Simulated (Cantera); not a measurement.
Adiabatic ignition

An adiabatic, constant-volume homogeneous reactor starts with CH₄ : C₂H₆ : O₂ : N₂ = 1 : 0.13 : 2.58 : 9.72 (molar parts), equivalence ratio 0.95, at 1025 K and 4.50 bar.

Computed with Cantera and GRI-Mech 3.0 (53 species, 325 reactions).

| t (s) | T (K) | P (bar) | x CH₄ | x C₂H₆ | x O₂ | x HCO | x CH₂O |
|---|---|---|---|---|---|---|---|
| 2.00e-6 | 1025 | 4.50 | 0.0745 | 0.00968 | 0.192 | <1e-12 | <1e-12 |
| 4.73e-6 | 1025 | 4.50 | 0.0745 | 0.00968 | 0.192 | <1e-12 | 1.67e-12 |
| 1.12e-5 | 1025 | 4.50 | 0.0745 | 0.00968 | 0.192 | <1e-12 | 9.33e-12 |
| 2.64e-5 | 1025 | 4.50 | 0.0745 | 0.00968 | 0.192 | <1e-12 | 5.14e-11 |
| 6.24e-5 | 1025 | 4.50 | 0.0745 | 0.00968 | 0.192 | <1e-12 | 2.78e-10 |
| 0.000147 | 1025 | 4.50 | 0.0745 | 0.00968 | 0.192 | <1e-12 | 1.43e-9 |
| 0.000348 | 1025 | 4.50 | 0.0745 | 0.00968 | 0.192 | <1e-12 | 6.80e-9 |
| 0.000823 | 1025 | 4.50 | 0.0745 | 0.00968 | 0.192 | <1e-12 | 2.96e-8 |
| 0.00194 | 1025 | 4.50 | 0.0745 | 0.00968 | 0.192 | <1e-12 | 1.40e-7 |
| 0.00459 | 1025 | 4.50 | 0.0745 | 0.00968 | 0.192 | <1e-12 | 1.30e-6 |
| 0.0109 | 1026 | 4.50 | 0.0744 | 0.00963 | 0.192 | 8.41e-12 | 5.01e-5 |
| 0.0257 | 2861 | 12.9 | <1e-12 | <1e-12 | 0.0174 | 8.23e-8 | 1.26e-9 |
| 0.0606 | 2861 | 12.9 | <1e-12 | <1e-12 | 0.0174 | 8.23e-8 | 1.26e-9 |
| 0.143 | 2861 | 12.9 | <1e-12 | <1e-12 | 0.0174 | 8.23e-8 | 1.26e-9 |
| 0.339 | 2861 | 12.9 | <1e-12 | <1e-12 | 0.0174 | 8.23e-8 | 1.26e-9 |
| 0.800 | 2861 | 12.9 | <1e-12 | <1e-12 | 0.0174 | 8.23e-8 | 1.26e-9 |
x: mole fraction; the columns are a selection and need not sum to one.

| Item | Result |
|---|---|
| time of steepest temperature rise | 23.0 ms |
| temperature at 0.800 s | 2861 K |
| equilibrium temperature | 2861 K |
| x(CH₄) at 0.800 s | <1e-12 (gas-phase equilibrium <1e-12) |
| x(C₂H₆) at 0.800 s | <1e-12 (gas-phase equilibrium <1e-12) |
| x(O₂) at 0.800 s | 0.0174 (gas-phase equilibrium 0.0174) |
